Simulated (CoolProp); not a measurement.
Model: reference Helmholtz-energy equation of state, Lemmon 2000, in CoolProp. It is a pseudo-pure fit of the blend.

Q: For dry air, give the phase and the cp (kJ/(kg K)), cv (kJ/(kg K)) at 186.1 K and 23 bar; 293.4 K and 23 bar.

A: 
- 186.1 K and 23 bar: gas; cp 1.15, cv 0.740
- 293.4 K and 23 bar: gas; cp 1.04, cv 0.723
